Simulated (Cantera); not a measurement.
Input: 1 mol CuO, 6.9 mol CO, 2.5 mol N₂, equilibrated at 1098.15 K and 18.0 Pa.

Method: chemical equilibrium by Gibbs-energy minimisation in Cantera with the NASA 1993 tables (ideal gas, pure condensed phases). Candidate condensed phases: C, Cu, CuO, Cu₂O; 27 gas species. The numbers say what is thermodynamically allowed, not how fast it happens.

Base state: CO 0.628, N₂ 0.266, CO₂ 0.106 (mole fractions); condensed: Cu(s).

What changes in the equilibrium state with this change: temperature from 1098.15 K to 1598 K?


```json
[
 {"species": "CO", "before": "0.628", "after": "0.567"},
 {"species": "N₂", "before": "0.266", "after": "0.240"},
 {"species": "CO₂", "before": "0.106", "after": "0.0962"},
 {"species": "Cu", "before": "3.11e-6", "after": "0.0961"},
 {"species": "Cu₂", "before": "<1e-9", "after": "3.05e-5"},
 {"species": "Cu(s), mol", "before": "1.000", "after": "0"}
]
```
